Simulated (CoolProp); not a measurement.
Properties of fluorine at several states (Tc = 144.4 K, pc = 5.240 MPa, ω = 0.045).

Model: reference Helmholtz-energy equation of state, de Reuck 1990, in CoolProp.

```
T (K)  p (MPa)   phase  density (kg/m³)  cp (kJ/(kg K))  cv (kJ/(kg K))  isothermal compressibility (1/MPa)  expansivity (1/kK)
-----  -------  ------  ---------------  --------------  --------------  ----------------------------------  ------------------
194.7     1.41     gas            34.28          0.8314          0.5738                              0.7353                 ___
69.8      2.14  liquid             1607           1.476          0.8629                            0.001094               3.932
88.5      5.67  liquid              ___           1.496          0.8186                            0.001825                 ___
284.9    0.271     gas            4.353          0.8203             ___                               3.695               3.536
```

Task: Complete the blanks.

Result: 
- 194.7, expansivity (1/kK): 5.775
- 88.5, density (kg/m³): 1493
- 88.5, expansivity (1/kK): 4.567
- 284.9, cv (kJ/(kg K)): 0.5989
